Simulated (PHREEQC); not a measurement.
Make-up at 25 °C: 24 mmol/kgw H2SO4, 2.5 mmol/kgw LiCl and 0.03 mmol/kgw MgSO4. Closed to the air; pH follows from the charge balance.

Model: ion-association model, phreeqc.dat, run in PHREEQC.

No solid was allowed to form.

**Question.** Predict the pH, ionic strength.

**Answer.** pH 1.54; ionic strength 0.0450 mol/kgw.

**Question.** In which forms is Mg present?

**Answer.** Mg+2 66 %, MgSO4 34 % of the Mg.
